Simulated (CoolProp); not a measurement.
Vapour pressure (MPa) of CH3F (R41): the reference equation beside estimates from Tc = 317.3 K, pc = 5.906 MPa, ω = 0.200. Clausius-Clapeyron is anchored at 231.7 K with a constant enthalpy of vaporisation of 14.61 kJ/mol.

Values from CoolProp's reference Helmholtz-energy equation of state, Lemmon 2006. It is a short technical equation, of lower accuracy than the large ones.

```json
[
 {"T (K)": "209.9", "reference": "0.2180", "Lee-Kesler": "0.2147", "Clausius-Clapeyron": "0.2475", "van der Waals": "0.8819", "Soave-Redlich-Kwong": "0.2148", "Peng-Robinson": "0.2157"},
 {"T (K)": "217.1", "reference": "0.3014", "Lee-Kesler": "0.2997", "Clausius-Clapeyron": "0.3267", "van der Waals": "1.053", "Soave-Redlich-Kwong": "0.2996", "Peng-Robinson": "0.2995"},
 {"T (K)": "224.4", "reference": "0.4091", "Lee-Kesler": "0.4100", "Clausius-Clapeyron": "0.4251", "van der Waals": "1.248", "Soave-Redlich-Kwong": "0.4098", "Peng-Robinson": "0.4081"},
 {"T (K)": "231.7", "reference": "0.5440", "Lee-Kesler": "0.5483", "Clausius-Clapeyron": "0.5440", "van der Waals": "1.464", "Soave-Redlich-Kwong": "0.5484", "Peng-Robinson": "0.5445"},
 {"T (K)": "239", "reference": "0.7101", "Lee-Kesler": "0.7188", "Clausius-Clapeyron": "0.6857", "van der Waals": "1.704", "Soave-Redlich-Kwong": "0.7198", "Peng-Robinson": "0.7131"},
 {"T (K)": "246.3", "reference": "0.9120", "Lee-Kesler": "0.9255", "Clausius-Clapeyron": "0.8526", "van der Waals": "1.967", "Soave-Redlich-Kwong": "0.9285", "Peng-Robinson": "0.9184"},
 {"T (K)": "253.6", "reference": "1.154", "Lee-Kesler": "1.173", "Clausius-Clapeyron": "1.047", "van der Waals": "2.255", "Soave-Redlich-Kwong": "1.179", "Peng-Robinson": "1.165"},
 {"T (K)": "260.8", "reference": "1.437", "Lee-Kesler": "1.461", "Clausius-Clapeyron": "1.268", "van der Waals": "2.564", "Soave-Redlich-Kwong": "1.472", "Peng-Robinson": "1.454"}
]
```

Absolute difference from the reference over all 8 rows, mean and median: Lee-Kesler 1.1 and 1.4 %, Clausius-Clapeyron 7.1 and 7.5 %, van der Waals 169.7 and 154.5 %, Soave-Redlich-Kwong 1.4 and 1.4 %, Peng-Robinson 0.7 and 0.7 %.
